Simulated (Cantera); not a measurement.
**Dilute partial oxidation**

An isothermal, constant-pressure homogeneous reactor starts with 0.476 % CH3OH, 0.387 % O2, 99.1 % N2, at 1375 K and 760 Torr.

Model: GRI-Mech 3.0 (53 species, 325 reactions), integrated in Cantera. GRI-Mech 3.0 was tuned for natural gas; its chemistry of methanol as a main component is partial and can be far from experiment.

```json
[
 {"t (s)": "2.00e-5", "x CH3OH": "0.00476", "x O2": "0.00387", "x O": "4.41e-9", "x HO2": "1.92e-7", "x NO2": "<1e-12"},
 {"t (s)": "5.72e-5", "x CH3OH": "0.00475", "x O2": "0.00387", "x O": "5.15e-9", "x HO2": "9.36e-7", "x NO2": "<1e-12"},
 {"t (s)": "0.000164", "x CH3OH": "0.00475", "x O2": "0.00386", "x O": "5.94e-9", "x HO2": "3.27e-6", "x NO2": "<1e-12"},
 {"t (s)": "0.000468", "x CH3OH": "0.00470", "x O2": "0.00385", "x O": "9.83e-9", "x HO2": "1.12e-5", "x NO2": "<1e-12"},
 {"t (s)": "0.00134", "x CH3OH": "0.00428", "x O2": "0.00376", "x O": "4.64e-8", "x HO2": "4.06e-5", "x NO2": "1.26e-11"},
 {"t (s)": "0.00383", "x CH3OH": "4.27e-11", "x O2": "0.000602", "x O": "0.000222", "x HO2": "1.88e-7", "x NO2": "4.25e-12"},
 {"t (s)": "0.0110", "x CH3OH": "<1e-12", "x O2": "2.87e-6", "x O": "3.49e-6", "x HO2": "9.77e-10", "x NO2": "1.68e-12"},
 {"t (s)": "0.0313", "x CH3OH": "<1e-12", "x O2": "2.03e-7", "x O": "2.63e-7", "x HO2": "7.18e-11", "x NO2": "<1e-12"},
 {"t (s)": "0.0896", "x CH3OH": "<1e-12", "x O2": "2.10e-8", "x O": "2.73e-8", "x HO2": "7.42e-12", "x NO2": "<1e-12"},
 {"t (s)": "0.256", "x CH3OH": "<1e-12", "x O2": "2.33e-9", "x O": "3.03e-9", "x HO2": "<1e-12", "x NO2": "<1e-12"},
 {"t (s)": "0.733", "x CH3OH": "<1e-12", "x O2": "2.58e-10", "x O": "3.33e-10", "x HO2": "<1e-12", "x NO2": "<1e-12"},
 {"t (s)": "2.10", "x CH3OH": "<1e-12", "x O2": "2.97e-11", "x O": "3.83e-11", "x HO2": "<1e-12", "x NO2": "<1e-12"},
 {"t (s)": "6.00", "x CH3OH": "<1e-12", "x O2": "4.11e-12", "x O": "5.37e-12", "x HO2": "<1e-12", "x NO2": "<1e-12"}
]
```
x: mole fraction; the columns are a selection and need not sum to one.

Equilibrium at this temperature and pressure: CH3OH <1e-12, O2 <1e-12, O <1e-12, HO2 <1e-12, NO2 <1e-12 (gas phase only).
